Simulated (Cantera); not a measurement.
## Gas-phase reforming

An isothermal, constant-pressure homogeneous reactor starts with 74.6 % CH4, 25.4 % H2O, at 1775 K and 0.355 atm.

Computed with Cantera and GRI-Mech 3.0 (53 species, 325 reactions). GRI-Mech 3.0 stops at C3 and has no aromatics, soot or wall deposition, so with more carbon than oxygen in the feed, carbon stays in small species such as C2H2 where larger ones or solid carbon would form.

| t (s) | x CH4 | x H2O | x C2H6 | x HCO | x CH2 | x C2H | x HO2 |
|---|---|---|---|---|---|---|---|
| 0.000200 | 0.721 | 0.252 | 0.00192 | 2.39e-8 | 1.80e-6 | 1.30e-9 | <1e-12 |
| 0.000735 | 0.578 | 0.235 | 0.00282 | 6.71e-8 | 2.76e-6 | 1.00e-7 | <1e-12 |
| 0.00270 | 0.333 | 0.194 | 0.000732 | 2.98e-8 | 1.53e-6 | 4.33e-7 | <1e-12 |
| 0.00993 | 0.144 | 0.162 | 0.000140 | 1.35e-8 | 8.99e-7 | 6.96e-7 | <1e-12 |
| 0.0365 | 0.0478 | 0.134 | 1.79e-5 | 6.43e-9 | 5.17e-7 | 8.67e-7 | <1e-12 |
| 0.134 | 0.0222 | 0.0920 | 4.06e-6 | 6.31e-9 | 3.00e-7 | 8.18e-7 | <1e-12 |
| 0.493 | 0.0135 | 0.0347 | 1.47e-6 | 9.56e-9 | 1.40e-7 | 6.34e-7 | <1e-12 |
| 1.81 | 0.00656 | 0.00250 | 4.35e-7 | 1.20e-8 | 4.91e-8 | 5.38e-7 | <1e-12 |
| 6.66 | 0.00559 | 6.78e-7 | 3.54e-7 | 1.22e-8 | 3.94e-8 | 5.31e-7 | <1e-12 |
| 24.5 | 0.00559 | 3.24e-7 | 3.54e-7 | 1.22e-8 | 3.94e-8 | 5.31e-7 | <1e-12 |
| 90.0 | 0.00559 | 3.24e-7 | 3.54e-7 | 1.22e-8 | 3.94e-8 | 5.31e-7 | <1e-12 |
x: mole fraction; the columns are a selection and need not sum to one.

Equilibrium at this temperature and pressure: CH4 0.00559, H2O 3.25e-7, C2H6 3.54e-7, HCO 1.22e-8, CH2 3.94e-8, C2H 5.31e-7, HO2 <1e-12 (gas phase only).
